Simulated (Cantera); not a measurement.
Input (Python, Cantera) and output of one run.

```python
import numpy as np
import cantera as ct

gas_names = [...]  # 49 gases of nasa_gas.yaml made of B, Cl, H, N, O
cond_names = """
    B(b) B(L) BN(s) B2O3(L) B3O3H3(cr) H2O(s) H2O(L) NH4CL(a) NH4CL(b)
""".split()


# ... load() reads the species with a 1 bar reference pressure and builds the phases ...
atoms = {
    'BN': {'B': 1, 'N': 1},
    'Cl2': {'CL': 2},
    'H2O': {'H': 2, 'O': 1},
}
top_T = {'BN(s)': 3200}  # K; cautious upper limits of use, not melting points


# ... equilibrate(T, P, feed) seeds the gas with the atoms and calls Mixture.equilibrate('TP', solver="vcs", rtol=1e-11, max_steps=5000) ...
results = []
feed = {'BN': 1, 'Cl2': 2.9, 'H2O': 8}  # mol
P = 133.322  # Pa
for T in [1625, 1675, 1725, 1775, 1825, 1875, 1925]:
    mix = equilibrate(T, P, feed)
    results.append((T, P, feed, dict(zip(mix.species_names, mix.species_moles))))

top = {s: max(r[3][s] / sum(r[3][g] for g in gas_names) for r in results) for s in gas_names}
cols = sorted((s for s in top if top[s] > 0.0001), key=lambda s: -top[s])[:5]
seen = [c for c in cond_names if any(r[3].get(c, 0) > 1e-12 for r in results)]
print("log10 of partial pressures in bar; condensed amounts in mol")
print(f"{'T/K':>10s}" + "".join(f"{s[:9]:>10s}" for s in cols + seen))
for T, P, feed, n in results:
    ng = sum(n[g] for g in gas_names)
    print(f"{T:10.4g}" + "".join(f"{np.log10(max(n[s] / ng * P / 1e5, 1e-99)):10.3f}" for s in cols)
          + "".join(f"{n.get(c, 0):10.4g}" for c in seen))
```

Output:

```
log10 of partial pressures in bar; condensed amounts in mol
       T/K       HCL       H2O        CL      HBO2        O2
      1625    -3.247    -3.298    -4.378    -3.991    -4.205
      1675    -3.254    -3.296    -4.299    -3.994    -4.222
      1725    -3.263    -3.294    -4.226    -3.997    -4.241
      1775    -3.272    -3.292    -4.159    -4.001    -4.261
      1825    -3.283    -3.292    -4.097    -4.005    -4.282
      1875    -3.295    -3.292    -4.040    -4.011    -4.304
      1925    -3.308    -3.294    -3.987    -4.017    -4.324
```

Cantera equilibrium calculation (NASA polynomials, part measured and part estimated; ideal gas, pure solids and liquids). The tables' values for BOCl are old estimates; treat these amounts as uncertain. Gases not in the tables: H3BO3.
